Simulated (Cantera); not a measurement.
A closed system holds: 1 mol Si₃N₄, 11 mol Cl₂, equilibrated at 1000 Pa.

Cantera equilibrium calculation (NASA polynomials, part measured and part estimated; ideal gas, pure solids and liquids). Candidate condensed phases: Si, Si₃N₄; 13 gas species. Rates play no part. All values below are at 1200 K.

Base state: Cl₂ 0.476, SiCl₄ 0.295, N₂ 0.197, Cl 0.0326 (mole fractions); condensed: gas only.

### Question
What changes in the equilibrium state with this change: Si₃N₄ replaced by AlN?

### Answer
```
species  before   after
-------  ------  ------
Cl₂       0.476   0.824
AlCl₃         0  0.0890
N₂        0.197  0.0445
SiCl₄     0.295       0
Cl       0.0326  0.0429
```
Further candidate phases: Al, AlCl₃, AlN.
